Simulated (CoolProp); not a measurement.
Properties of carbon monoxide along the isotherm 179.5 K (Tc = 132.9 K, pc = 3498 kPa, ω = 0.050).

Values from CoolProp's reference Helmholtz-energy equation of state, Lemmon 2006. It is a short technical equation, of lower accuracy than the large ones.

```json
[
 {"p (kPa)": "135", "phase": "gas", "cp (kJ/(kg K))": "1.048", "expansivity (1/kK)": "5.666"},
 {"p (kPa)": "269", "phase": "gas", "cp (kJ/(kg K))": "1.056", "expansivity (1/kK)": "5.762"},
 {"p (kPa)": "404", "phase": "gas", "cp (kJ/(kg K))": "1.065", "expansivity (1/kK)": "5.861"},
 {"p (kPa)": "538", "phase": "gas", "cp (kJ/(kg K))": "1.074", "expansivity (1/kK)": "5.962"},
 {"p (kPa)": "673", "phase": "gas", "cp (kJ/(kg K))": "1.083", "expansivity (1/kK)": "6.065"},
 {"p (kPa)": "807", "phase": "gas", "cp (kJ/(kg K))": "1.093", "expansivity (1/kK)": "6.171"},
 {"p (kPa)": "942", "phase": "gas", "cp (kJ/(kg K))": "1.103", "expansivity (1/kK)": "6.279"},
 {"p (kPa)": "1080", "phase": "gas", "cp (kJ/(kg K))": "1.113", "expansivity (1/kK)": "6.393"},
 {"p (kPa)": "1210", "phase": "gas", "cp (kJ/(kg K))": "1.123", "expansivity (1/kK)": "6.502"},
 {"p (kPa)": "1350", "phase": "gas", "cp (kJ/(kg K))": "1.134", "expansivity (1/kK)": "6.622"},
 {"p (kPa)": "1480", "phase": "gas", "cp (kJ/(kg K))": "1.145", "expansivity (1/kK)": "6.737"},
 {"p (kPa)": "1610", "phase": "gas", "cp (kJ/(kg K))": "1.156", "expansivity (1/kK)": "6.854"},
 {"p (kPa)": "1750", "phase": "gas", "cp (kJ/(kg K))": "1.168", "expansivity (1/kK)": "6.982"}
]
```
